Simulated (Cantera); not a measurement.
A perfectly stirred reactor is fed with H2 : O2 = 0.032 : 0.31 (molar parts), equivalence ratio 0.052, at 0.0263 atm; it is held at 973 K, and followed from long to short residence time.

Detailed kinetics in Cantera: GRI-Mech 3.0 (53 species, 325 reactions). Radical loss at walls, strong at low pressure, is not modelled. The temperature is held fixed by assumption; the heat of reaction is taken as removed at once.

x: mole fraction; the columns are a selection and need not sum to one.

```json
[
 {"τ (s)": "0.62", "x H2": "0.00100", "x O2": "0.901", "x H2O2": "?", "x H2O": "0.0968", "x O": "0.000656", "x HO2": "8.70e-6", "x H": "8.26e-5"},
 {"τ (s)": "0.33", "x H2": "0.00143", "x O2": "0.901", "x H2O2": "?", "x H2O": "0.0963", "x O": "0.000951", "x HO2": "1.06e-5", "x H": "0.000154"},
 {"τ (s)": "0.18", "x H2": "0.00200", "x O2": "0.900", "x H2O2": "?", "x H2O": "0.0955", "x O": "0.00135", "x HO2": "1.26e-5", "x H": "0.000280"},
 {"τ (s)": "0.096", "x H2": "0.00281", "x O2": "0.900", "x H2O2": "?", "x H2O": "0.0944", "x O": "0.00191", "x HO2": "1.47e-5", "x H": "0.000518"},
 {"τ (s)": "0.051", "x H2": "0.00396", "x O2": "0.899", "x H2O2": "?", "x H2O": "0.0928", "x O": "0.00269", "x HO2": "1.68e-5", "x H": "0.000953"},
 {"τ (s)": "0.028", "x H2": "0.00547", "x O2": "0.897", "x H2O2": "6.69e-7", "x H2O": "0.0906", "x O": "0.00368", "x HO2": "1.86e-5", "x H": "0.00168"},
 {"τ (s)": "0.015", "x H2": "0.00766", "x O2": "0.895", "x H2O2": "7.26e-7", "x H2O": "0.0873", "x O": "0.00503", "x HO2": "2.01e-5", "x H": "0.00297"},
 {"τ (s)": "0.0079", "x H2": "0.0108", "x O2": "0.893", "x H2O2": "7.69e-7", "x H2O": "0.0825", "x O": "0.00676", "x HO2": "2.11e-5", "x H": "0.00516"},
 {"τ (s)": "0.0042", "x H2": "0.0152", "x O2": "0.890", "x H2O2": "7.92e-7", "x H2O": "0.0756", "x O": "0.00872", "x HO2": "2.15e-5", "x H": "0.00840"},
 {"τ (s)": "0.0023", "x H2": "0.0212", "x O2": "0.886", "x H2O2": "7.92e-7", "x H2O": "0.0668", "x O": "0.0105", "x HO2": "2.11e-5", "x H": "0.0122"}
]
```

Some entries are withheld; supply them.


- 0.62, x H2O2: 3.68e-7
- 0.33, x H2O2: 4.22e-7
- 0.18, x H2O2: 4.79e-7
- 0.096, x H2O2: 5.42e-7
- 0.051, x H2O2: 6.08e-7
